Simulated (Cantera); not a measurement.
Input (Python, Cantera):

```python
import numpy as np
import cantera as ct

gas = ct.Solution("gri30.yaml")
gas.TPX = 1500, 250000, {'CH4': 1, 'O2': 2.22, 'N2': 8.36}
reactor = ct.IdealGasConstPressureReactor(gas, energy="on", clone=False)
net = ct.ReactorNet([reactor])
net.rtol, net.atol = 1e-08, 1e-16
show = ['CH4', 'O2', 'CH3', 'OH', 'CO', 'C2H2', 'H']
times = np.geomspace(1e-06, 0.9, 10)

steps = ct.SolutionArray(gas, extra=["t"])
rows = []
print(f"{'t/s':>10s}{'T/K':>9s}{'P/Pa':>11s}" + "".join(f"{s:>11s}" for s in show))
for t in times:
    while net.time < t:
        t_next = net.step()
        steps.append(gas.state, t=t_next)
    rows.append([np.interp(t, steps.t, y) for y in (steps.T, steps.P, *steps(*show).X.T)])
    print(f"{t:10.3e}{rows[-1][0]:9.1f}{rows[-1][1]:11.4g}" + "".join(f"{x:11.3e}" for x in rows[-1][2:]))
rate = np.gradient(steps.T, steps.t)
print("integrator steps:", len(steps.t))
if steps.T.max() > steps.T[0] + 200:
    print(f"time of steepest temperature rise: {steps.t[rate.argmax()]:.4e} s")
gas.TPX = 1500, 250000, {'CH4': 1, 'O2': 2.22, 'N2': 8.36}
gas.equilibrate("HP")
print(f"equilibrium (HP): T = {gas.T:.1f} K  " + "  ".join(f"{s} {gas[s].X[0]:.3e}" for s in show))
```

Result:

```
       t/s      T/K       P/Pa        CH4         O2        CH3         OH         CO       C2H2          H
 1.000e-06   1500.0    2.5e+05  8.636e-02  1.917e-01  2.980e-07  6.068e-09  8.834e-13  2.442e-19  8.388e-09
 4.588e-06   1500.0    2.5e+05  8.635e-02  1.917e-01  1.538e-06  1.098e-08  6.523e-11  3.280e-16  9.570e-09
 2.105e-05   1500.0    2.5e+05  8.634e-02  1.917e-01  9.273e-06  4.333e-08  7.649e-09  2.927e-13  1.722e-08
 9.655e-05   1500.2    2.5e+05  8.619e-02  1.916e-01  8.159e-05  3.156e-07  2.412e-06  5.626e-10  1.088e-07
 4.429e-04   1530.6    2.5e+05  7.931e-02  1.868e-01  4.725e-04  6.821e-06  1.551e-03  2.728e-06  4.009e-06
 2.032e-03   2765.4    2.5e+05  1.515e-15  2.722e-02  1.131e-14  1.766e-02  2.811e-02  1.408e-18  4.769e-03
 9.322e-03   2762.8    2.5e+05  1.548e-15  2.645e-02  1.143e-14  1.742e-02  2.816e-02  1.423e-18  4.731e-03
 4.276e-02   2762.8    2.5e+05  1.548e-15  2.645e-02  1.143e-14  1.742e-02  2.816e-02  1.423e-18  4.731e-03
 1.962e-01   2762.8    2.5e+05  1.548e-15  2.645e-02  1.143e-14  1.742e-02  2.816e-02  1.423e-18  4.731e-03
 9.000e-01   2762.8    2.5e+05  1.548e-15  2.645e-02  1.143e-14  1.742e-02  2.816e-02  1.423e-18  4.731e-03
integrator steps: 1967
time of steepest temperature rise: 5.6336e-04 s
equilibrium (HP): T = 2762.8 K  CH4 2.052e-15  O2 2.645e-02  CH3 1.515e-14  OH 1.742e-02  CO 2.816e-02  C2H2 1.524e-18  H 4.731e-03
```

Cantera simulation using GRI-Mech 3.0 (53 species, 325 reactions); the numbers are that mechanism's predictions, not measurements.
